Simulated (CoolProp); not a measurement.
Fluorine at 236.21 K and 14.5 MPa is throttled through a valve to 4.61 MPa with no heat exchange. Each further row changes one setting.

Model: reference Helmholtz-energy equation of state, de Reuck 1990, in CoolProp.

| case | temperature change (K) | final phase | final density (kg/m³) |
|---|---|---|---|
| as stated | … | gas | 110 |
| outlet pressure 1.38 MPa | -38.6 | gas | … |
| outlet pressure 5.99 MPa | -21.4 | supercritical | … |

### Question
Some entries are withheld; supply them.

### Answer

- as stated, temperature change (K): -26.1
- outlet pressure 1.38 MPa, final density (kg/m³): 33.0
- outlet pressure 5.99 MPa, final density (kg/m³): 142
